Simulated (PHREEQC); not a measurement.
Solution (20 °C): 0.056 mol/kgw NaHSO4, 0.11 mol/kgw NaOH and 0.093 mol/kgw KCl. Closed to the air; pH follows from the charge balance.

Model: ion-association model, phreeqc.dat, run in PHREEQC.

| quantity | before | after |
|---|---|---|
| pH | 12.73 | 13.30 |
| ionic strength (mol/kgw) | 0.287 | 0.290 |
| Na+ (mol/kgw) | 0.158 | 0.158 |
| K+ (mol/kgw) | 0.0873 | 0.0884 |
| SO4-2 (mol/kgw) | 0.0419 | 0.0434 |
| NaSO4- (mol/kgw) | 0.00836 | 0.00800 |
| SI of Sylvite (KCl) | -3.29 | -3.20 |
| SI of Halite (NaCl) | -3.69 | -3.67 |

**Question.** What was changed between the two runs?
A) diluted 5-fold with water
B) KCl from 0.093 to 0.0186 mol/kgw
C) diluted 100-fold with water
D) NaOH left out
E) temperature from 20 to 5 °C

**Answer.** E, temperature from 20 to 5 °C

This is a speciation only: nothing precipitates in the calculation. Away from 25 °C the constants follow the database's enthalpies or fits; those with neither stay at their 25 °C values.
